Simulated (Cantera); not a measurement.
Charge: 1 mol C2H6, 5.3 mol H2O, 0.61 mol H2, held at 0.000140 bar.

Equilibrium computed with Cantera from the NASA thermochemical tables; the gas is ideal and each condensed phase is pure. Candidate condensed phases: C, C6H6, C7H8, C8H18, H2O; 110 gas species. Kinetics and transport are ignored. All values below are at 2427 °C.

Base state: H 0.741, O 0.136, CO 0.0890, H2 0.0238, OH 0.00684, O2 0.00197, H2O 0.000859, CO2 0.000477 (mole fractions); condensed: gas only.

Question: What changes in the equilibrium state with this change: pressure from 0.000140 bar to 0.0133 bar?

Answer: 
```csv
species,before,after
H2,0.0238,0.334
H,0.741,0.285
H2O,0.000859,0.170
CO2,0.000477,0.0105
O,0.136,0.0201
OH,0.00684,0.0371
CO,0.0890,0.139
O2,0.00197,0.00415
```

Question: What changes in the equilibrium state with this change: H2 from 0.61 to 13 mol?

Answer: 
```json
[
 {"species": "H", "before": "0.741", "after": "0.854"},
 {"species": "O", "before": "0.136", "after": "0.0660"},
 {"species": "CO", "before": "0.0890", "after": "0.0432"},
 {"species": "H2", "before": "0.0238", "after": "0.0316"},
 {"species": "CO2", "before": "0.000477", "after": "0.000113"},
 {"species": "O2", "before": "0.00197", "after": "0.000468"},
 {"species": "OH", "before": "0.00684", "after": "0.00384"},
 {"species": "H2O", "before": "0.000859", "after": "0.000555"}
]
```

Question: What changes in the equilibrium state with this change: pressure from 0.000140 bar to 0.00320 bar?

Answer: 
```json
[
 {"species": "H", "before": "0.741", "after": "0.469"},
 {"species": "H2", "before": "0.0238", "after": "0.218"},
 {"species": "CO", "before": "0.0890", "after": "0.118"},
 {"species": "H2O", "before": "0.000859", "after": "0.0784"},
 {"species": "OH", "before": "0.00684", "after": "0.0432"},
 {"species": "O", "before": "0.136", "after": "0.0593"},
 {"species": "CO2", "before": "0.000477", "after": "0.00630"},
 {"species": "O2", "before": "0.00197", "after": "0.00863"}
]
```
